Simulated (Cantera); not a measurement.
Input: 1 mol Si₂Cl₆, 1.5 mol N₂, 3 mol H₂, at 1302 °C and 390 Pa.

These are equilibrium values from Cantera (NASA tables, ideal gas, pure condensed phases), not measurements of a reactor. Candidate condensed phases: NH₄Cl, Si, Si₃N₄; 28 gas species. The feed counts by its element totals alone. The tables' values for SiCl₃, SiCl are old estimates; treat these amounts as uncertain. Rates play no part.

Base state: H₂ 0.276, SiCl₂ 0.255, HCl 0.253, N₂ 0.201, SiCl₃ 0.0121, SiCl₄ 0.00150, H 0.000350, Cl 0.000255 (mole fractions); condensed: gas only.

Task: What changes in the equilibrium state with this change: Si₂Cl₆ replaced by SiCl₄?

Result: 
```tsv
species	before	after
H₂	0.276	0.314
HCl	0.253	0.299
N₂	0.201	0.232
SiCl₂	0.255	0.146
SiCl₃	0.0121	0.00764
SiCl	5.69e-5	2.94e-5
SiHCl₃	0.000218	0.000147
SiCl₄	0.00150	0.00105
```

Task: What changes in the equilibrium state with this change: Si₂Cl₆ replaced by SiHCl₃?

Result: 
```tsv
species	before	after
H₂	0.276	0.445
N₂	0.201	0.217
HCl	0.253	0.209
SiCl₂	0.255	0.124
SiCl₃	0.0121	0.00384
SiCl₄	0.00150	0.000309
SiHCl₃	0.000218	8.78e-5
Si₃N₄(s), mol	0	0.0601
```
